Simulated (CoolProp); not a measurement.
Vapour-liquid equilibrium of R134a (1) + R236FA (2) at 276 K; x and y are mole fractions of (1).

Values from CoolProp's multi-fluid Helmholtz-energy mixture model, Tillner-Roth 1994 and Pan 2012; pair parameters Bell 2016.

```json
[
 {"x": "0.05", "bubble pressure, mixture model (kPa)": "___", "bubble pressure, Raoult's law (kPa)": "131.1", "y, mixture model": "0.116", "y, Raoult's law": "0.124"},
 {"x": "0.2", "bubble pressure, mixture model (kPa)": "159.6", "bubble pressure, Raoult's law (kPa)": "161.6", "y, mixture model": "0.382", "y, Raoult's law": "0.401"},
 {"x": "0.35", "bubble pressure, mixture model (kPa)": "189.0", "bubble pressure, Raoult's law (kPa)": "192.1", "y, mixture model": "0.570", "y, Raoult's law": "0.591"},
 {"x": "0.5", "bubble pressure, mixture model (kPa)": "___", "bubble pressure, Raoult's law (kPa)": "222.6", "y, mixture model": "___", "y, Raoult's law": "0.728"},
 {"x": "0.65", "bubble pressure, mixture model (kPa)": "___", "bubble pressure, Raoult's law (kPa)": "253.1", "y, mixture model": "___", "y, Raoult's law": "0.833"},
 {"x": "0.8", "bubble pressure, mixture model (kPa)": "281.3", "bubble pressure, Raoult's law (kPa)": "283.6", "y, mixture model": "0.908", "y, Raoult's law": "0.915"},
 {"x": "0.95", "bubble pressure, mixture model (kPa)": "___", "bubble pressure, Raoult's law (kPa)": "314.1", "y, mixture model": "0.979", "y, Raoult's law": "0.981"}
]
```

Fill in the missing entries.


- 0.05, bubble pressure, mixture model (kPa): 130.6
- 0.5, bubble pressure, mixture model (kPa): 219.0
- 0.5, y, mixture model: 0.711
- 0.65, bubble pressure, mixture model (kPa): 249.8
- 0.65, y, mixture model: 0.821
- 0.95, bubble pressure, mixture model (kPa): 313.4

The largest gap from Raoult's law is -1.6 % in bubble pressure, at x = 0.35. No azeotrope shows between x = 0.05 and 0.95.

Pair parameters are fitted to limited data, so mixtures are less certain than the pure fluids.
